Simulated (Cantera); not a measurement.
A Cantera script and its output.

```python
import numpy as np
import cantera as ct

gas = ct.Solution("h2o2.yaml")
gas.TPX = 450, 500000, {'H2': 1, 'O2': 0.385, 'N2': 1.27}
flame = ct.FreeFlame(gas, width=0.013)
flame.set_refine_criteria(ratio=3, slope=0.08, curve=0.16)
flame.transport_model = "mixture-averaged"
flame.solve(loglevel=0, auto=True)
z, T = flame.grid, flame.T
thick = (T[-1] - T[0]) / np.gradient(T, z).max()
show = ['H2', 'O2', 'H2O', 'OH', 'O', 'H']
print(f"laminar burning velocity  {flame.velocity[0] * 100:.3f} cm/s")
print(f"burnt temperature         {T[-1]:.1f} K")
print(f"thermal thickness         {thick * 1e3:.4f} mm")
print(f"grid points               {len(z)}")
z0 = z[flame.heat_release_rate.argmax()]
print(f"{'z/mm':>9s}{'T/K':>9s}{'u/(m/s)':>9s}" + "".join(f"{s:>11s}" for s in show))
rows = []
for k in (-3, -2, -1.5, -1, -0.5, -0.25, 0, 0.25, 0.5, 1, 2, 4, 8):
    zz = z0 + k * thick
    rows.append([k * thick, np.interp(zz, z, T), np.interp(zz, z, flame.velocity),
                 *(np.interp(zz, z, flame.X[gas.species_index(s)]) for s in show)])
    print(f"{rows[-1][0] * 1e3:9.3f}{rows[-1][1]:9.1f}{rows[-1][2]:9.3f}" + "".join(f"{x:11.3e}" for x in rows[-1][3:]))
```

Output:

```
laminar burning velocity  607.903 cm/s
burnt temperature         2571.4 K
thermal thickness         0.0491 mm
grid points               109
     z/mm      T/K  u/(m/s)         H2         O2        H2O         OH          O          H
   -0.147    450.0    6.079  3.766e-01  1.450e-01  8.334e-11  1.636e-14  1.490e-12  2.255e-15
   -0.098    450.0    6.079  3.766e-01  1.450e-01  6.388e-09  1.037e-12  9.360e-11  1.437e-13
   -0.074    450.0    6.079  3.766e-01  1.450e-01  8.157e-08  1.211e-11  1.023e-09  1.644e-12
   -0.049    450.5    6.080  3.761e-01  1.452e-01  2.604e-06  1.037e-09  2.393e-08  1.169e-10
   -0.025    492.0    6.532  3.638e-01  1.472e-01  1.286e-03  2.977e-05  5.978e-06  1.424e-05
   -0.012    831.4   10.591  3.165e-01  1.403e-01  3.018e-02  1.436e-03  3.161e-04  3.408e-03
    0.000   1338.9   16.493  2.296e-01  1.036e-01  1.152e-01  3.530e-03  3.007e-03  2.280e-02
    0.012   1689.2   20.548  1.496e-01  5.201e-02  2.109e-01  8.388e-03  5.986e-03  4.377e-02
    0.025   1878.4   22.706  1.116e-01  2.331e-02  2.620e-01  1.239e-02  6.363e-03  5.045e-02
    0.049   2058.0   24.657  9.679e-02  8.959e-03  2.898e-01  1.517e-02  5.340e-03  4.471e-02
    0.098   2219.7   26.320  9.620e-02  5.013e-03  3.030e-01  1.475e-02  3.519e-03  3.262e-02
    0.196   2357.3   27.681  9.633e-02  2.805e-03  3.145e-01  1.238e-02  1.909e-03  2.182e-02
    0.393   2458.1   28.645  9.603e-02  1.360e-03  3.241e-01  9.266e-03  8.955e-04  1.394e-02
```

Detailed kinetics in Cantera: the H2/O2 subset of GRI-Mech 3.0, which has no nitrogen chemistry. The hydrogen kinetics of GRI-Mech 3.0 are dated; newer H2 mechanisms differ, most at raised pressure. Burning velocities carry a grid error of a few per cent, more on coarse grids.
